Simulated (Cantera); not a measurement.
A Cantera script and what it prints.

```python
import numpy as np
import cantera as ct

gas_names = """
    H H2 N NH NH2 NH3 N2 N2H2 N2H4 Si SiH SiH2 SiH3 SiH4 SiN Si2 Si2N Si3
""".split()
cond_names = """
    Si(cr) Si(L) Si3N4(a)
""".split()


# ... load() reads the species with a 1 bar reference pressure and builds the phases ...
atoms = {
    'SiH4': {'Si': 1, 'H': 4},
    'NH3': {'N': 1, 'H': 3},
}
top_T = {'Si3N4(a)': 2400}  # K; cautious upper limits of use, not melting points


# ... equilibrate(T, P, feed) seeds the gas with the atoms and calls Mixture.equilibrate('TP', solver="vcs", rtol=1e-11, max_steps=5000) ...
results = []
feed = {'SiH4': 1, 'NH3': 45}  # mol
for P in [5, 17, 59, 210, 710, 2400, 8400, 29000, 100000]:
    for T in [800, 900, 1000, 1100, 1200, 1300, 1400, 1500, 1600, 1700, 1800, 1900]:
        mix = equilibrate(T, P, feed)
        results.append((T, P, feed, dict(zip(mix.species_names, mix.species_moles))))

for T, P, feed, n in results:
    print(f"{T:7g} {P:10.4g}  " + (" + ".join(c for c in cond_names if n.get(c, 0) > 1e-12) or "gas only"))
```

Output:

```
    800          5  Si3N4(a)
    900          5  Si3N4(a)
   1000          5  Si3N4(a)
   1100          5  Si3N4(a)
   1200          5  Si3N4(a)
   1300          5  Si3N4(a)
   1400          5  Si3N4(a)
   1500          5  Si(cr)
   1600          5  Si(cr)
   1700          5  gas only
   1800          5  gas only
   1900          5  gas only
    800         17  Si3N4(a)
    900         17  Si3N4(a)
   1000         17  Si3N4(a)
   1100         17  Si3N4(a)
   1200         17  Si3N4(a)
   1300         17  Si3N4(a)
   1400         17  Si3N4(a)
   1500         17  Si(cr)
   1600         17  Si(cr)
   1700         17  Si(L)
   1800         17  gas only
   1900         17  gas only
    800         59  Si3N4(a)
    900         59  Si3N4(a)
   1000         59  Si3N4(a)
   1100         59  Si3N4(a)
   1200         59  Si3N4(a)
   1300         59  Si3N4(a)
   1400         59  Si3N4(a)
   1500         59  Si3N4(a)
   1600         59  Si(cr)
   1700         59  Si(L)
   1800         59  Si(L)
   1900         59  gas only
    800        210  Si3N4(a)
    900        210  Si3N4(a)
   1000        210  Si3N4(a)
   1100        210  Si3N4(a)
   1200        210  Si3N4(a)
   1300        210  Si3N4(a)
   1400        210  Si3N4(a)
   1500        210  Si3N4(a)
   1600        210  Si3N4(a)
   1700        210  Si(L)
   1800        210  Si(L)
   1900        210  Si(L)
    800        710  Si3N4(a)
    900        710  Si3N4(a)
   1000        710  Si3N4(a)
   1100        710  Si3N4(a)
   1200        710  Si3N4(a)
   1300        710  Si3N4(a)
   1400        710  Si3N4(a)
   1500        710  Si3N4(a)
   1600        710  Si3N4(a)
   1700        710  Si3N4(a)
   1800        710  Si(L)
   1900        710  Si(L)
    800       2400  Si3N4(a)
    900       2400  Si3N4(a)
   1000       2400  Si3N4(a)
   1100       2400  Si3N4(a)
   1200       2400  Si3N4(a)
   1300       2400  Si3N4(a)
   1400       2400  Si3N4(a)
   1500       2400  Si3N4(a)
   1600       2400  Si3N4(a)
   1700       2400  Si3N4(a)
   1800       2400  Si(L)
   1900       2400  Si(L)
    800       8400  Si3N4(a)
    900       8400  Si3N4(a)
   1000       8400  Si3N4(a)
   1100       8400  Si3N4(a)
   1200       8400  Si3N4(a)
   1300       8400  Si3N4(a)
   1400       8400  Si3N4(a)
   1500       8400  Si3N4(a)
   1600       8400  Si3N4(a)
   1700       8400  Si3N4(a)
   1800       8400  Si3N4(a)
   1900       8400  Si(L)
    800    2.9e+04  Si3N4(a)
    900    2.9e+04  Si3N4(a)
   1000    2.9e+04  Si3N4(a)
   1100    2.9e+04  Si3N4(a)
   1200    2.9e+04  Si3N4(a)
   1300    2.9e+04  Si3N4(a)
   1400    2.9e+04  Si3N4(a)
   1500    2.9e+04  Si3N4(a)
   1600    2.9e+04  Si3N4(a)
   1700    2.9e+04  Si3N4(a)
   1800    2.9e+04  Si3N4(a)
   1900    2.9e+04  Si3N4(a)
    800      1e+05  Si3N4(a)
    900      1e+05  Si3N4(a)
   1000      1e+05  Si3N4(a)
   1100      1e+05  Si3N4(a)
   1200      1e+05  Si3N4(a)
   1300      1e+05  Si3N4(a)
   1400      1e+05  Si3N4(a)
   1500      1e+05  Si3N4(a)
   1600      1e+05  Si3N4(a)
   1700      1e+05  Si3N4(a)
   1800      1e+05  Si3N4(a)
   1900      1e+05  Si3N4(a)
```

Equilibrium computed with Cantera from the NASA thermochemical tables; the gas is ideal and each condensed phase is pure.
